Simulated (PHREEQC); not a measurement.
0.46 g of hydrous ferric oxide (600 m²/g; 0.2 weak and 0.005 strong sites per Fe, Dzombak-Morel constants, diffuse double layer) in 1 kg of water with 0.005 mol/kgw of an inert sodium salt and 0.059 mmol/kgw Na2HAsO4 and 0.21 mmol/kgw Na2SeO3, at 25 °C; the pH is set by adding NaOH or the inert anion's acid. The system is closed to oxygen. No CO2 enters from the air. Nothing may precipitate in this run.

The series has 17 steps of pH, from 3 to 9.

The numbers come from PHREEQC with the ion-association model, wateq4f.dat.

Near which pH is half of the Se sorbed, and on which side is more sorbed?

Near pH 8.5, with more sorbed at lower pH.

At which pH does the surface charge pass through zero?

Near pH 7.3.

The database's selenite sorption wasn't checked against measurements; a fall in acid may be a fault of its surface constants. The oxide is taken as insoluble; below pH 4 it would dissolve.
